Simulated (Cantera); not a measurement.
A Cantera script and what it prints.

```python
import numpy as np
import cantera as ct

gas_names = """
    CL CL2 H HCL H2 N NH NH2 NH3 N2 N2H2 N2H4 Si SiCL SiCL2 SiCL3 SiCL4 SiH SiHCL3 SiH2 SiH2CL2 SiH3
    SiH3CL SiH4 SiN Si2 Si2N Si3
""".split()
cond_names = """
    NH4CL(a) NH4CL(b) Si(cr) Si(L) Si3N4(a)
""".split()


# ... load() reads the species with a 1 bar reference pressure and builds the phases ...
atoms = {
    'SiH2Cl2': {'Si': 1, 'H': 2, 'CL': 2},
    'NH3': {'N': 1, 'H': 3},
    'N2': {'N': 2},
}
top_T = {'Si3N4(a)': 2400}  # K; cautious upper limits of use, not melting points


# ... equilibrate(T, P, feed) seeds the gas with the atoms and calls Mixture.equilibrate('TP', solver="vcs", rtol=1e-11, max_steps=5000) ...
results = []
feed = {'SiH2Cl2': 1, 'NH3': 20, 'N2': 5.2}  # mol
P = 93  # Pa
for T in [800, 950, 1100, 1250, 1400, 1550, 1700]:
    mix = equilibrate(T, P, feed)
    results.append((T, P, feed, dict(zip(mix.species_names, mix.species_moles))))

top = {s: max(r[3][s] / sum(r[3][g] for g in gas_names) for r in results) for s in gas_names}
cols = sorted((s for s in top if top[s] > 1e-06), key=lambda s: -top[s])[:8]
seen = [c for c in cond_names if any(r[3].get(c, 0) > 1e-12 for r in results)]
print("log10 of partial pressures in bar; condensed amounts in mol")
print(f"{'T/K':>10s}" + "".join(f"{s[:9]:>10s}" for s in cols + seen))
for T, P, feed, n in results:
    ng = sum(n[g] for g in gas_names)
    print(f"{T:10.4g}" + "".join(f"{np.log10(max(n[s] / ng * P / 1e5, 1e-99)):10.3f}" for s in cols)
          + "".join(f"{n.get(c, 0):10.4g}" for c in seen))
```

Result:

```
log10 of partial pressures in bar; condensed amounts in mol
       T/K        H2        N2       HCL     SiCL2         H        Si        CL      SiCL     Si(L)  Si3N4(a)
       800    -3.222    -3.537    -4.398   -13.650   -13.149   -29.692   -14.310   -24.771         0    0.3333
       950    -3.222    -3.537    -4.398   -10.907   -10.866   -22.500   -12.063   -19.218         0    0.3333
      1100    -3.222    -3.537    -4.398    -8.919    -9.199   -17.280   -10.423   -15.189         0    0.3333
      1250    -3.222    -3.537    -4.399    -7.417    -7.927   -13.322    -9.172   -12.138         0    0.3327
      1400    -3.222    -3.537    -4.411    -6.266    -6.924   -10.221    -8.197    -9.762         0    0.3242
      1550    -3.221    -3.535    -4.481    -5.470    -6.112    -7.729    -7.470    -7.916         0    0.2759
      1700    -3.227    -3.525    -4.539    -5.297    -5.445    -6.168    -6.866    -6.884    0.6977         0
```

These are equilibrium values from Cantera (NASA tables, ideal gas, pure condensed phases), not measurements of a reactor. The tables' values for SiCl are old estimates; treat these amounts as uncertain.
